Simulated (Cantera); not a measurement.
A Cantera script and its output.

```python
import numpy as np
import cantera as ct

gas = ct.Solution("gri30.yaml")
gas.TPX = 450, 101325, {'CO': 1, 'H2': 0.33, 'CH4': 0.51, 'O2': 3.59, 'N2': 13.5, 'H2O': 1, 'CO2': 1.4}
inlet = ct.Reservoir(gas, clone=True)
gas.equilibrate("HP")  # start burning
reactor = ct.IdealGasConstPressureReactor(gas, energy="on", clone=False)
exhaust = ct.Reservoir(gas, clone=True)
tau = [0.4, 0.14, 0.048, 0.016, 0.0056, 0.0019, 0.00067, 0.00023, 7.9e-05, 2.7e-05][0]
for a, b in ((inlet, reactor), (reactor, exhaust)):
    ct.MassFlowController(a, b, mdot=lambda t: reactor.mass / tau)
net = ct.ReactorNet([reactor])
show = ['CO', 'H2', 'CH4', 'H2O', 'C2H']

rows = []
print(f"{'tau/s':>10s}{'T/K':>9s}" + "".join(f"{s:>11s}" for s in show))
for tau in [0.4, 0.14, 0.048, 0.016, 0.0056, 0.0019, 0.00067, 0.00023, 7.9e-05, 2.7e-05]:
    net.initial_time = 0.0
    net.advance(30 * tau)
    before = gas.X
    net.advance(40 * tau)
    drift = np.max(np.abs(gas.X - before) / (gas.X + 1e-9))
    rows.append([gas.T, *gas[show].X, drift])
    print(f"{tau:10.3e}{gas.T:9.1f}" + "".join(f"{x:11.3e}" for x in gas[show].X))
```

It prints:

```
     tau/s      T/K         CO         H2        CH4        H2O        C2H
 4.000e-01   1474.9  2.579e-04  2.541e-05  6.005e-06  1.135e-01  3.511e-14
 1.400e-01   1472.0  5.259e-04  5.147e-05  1.177e-05  1.134e-01  7.808e-14
 4.800e-02   1466.2  1.091e-03  1.058e-04  2.352e-05  1.132e-01  1.520e-13
 1.600e-02   1454.2  2.323e-03  2.206e-04  4.883e-05  1.128e-01  2.529e-13
 5.600e-03   1430.5  4.871e-03  4.430e-04  1.035e-04  1.121e-01  3.489e-13
 1.900e-03   1373.3  1.132e-02  9.435e-04  2.753e-04  1.107e-01  4.309e-13
 6.700e-04    450.0  4.688e-02  1.547e-02  2.391e-02  4.688e-02 -3.426e-43
 2.300e-04    450.0  4.688e-02  1.547e-02  2.391e-02  4.688e-02 -6.628e-51
 7.900e-05    450.0  4.688e-02  1.547e-02  2.391e-02  4.688e-02 -1.517e-51
 2.700e-05    450.0  4.688e-02  1.547e-02  2.391e-02  4.688e-02 -4.388e-53
```

Detailed kinetics in Cantera: GRI-Mech 3.0 (53 species, 325 reactions).
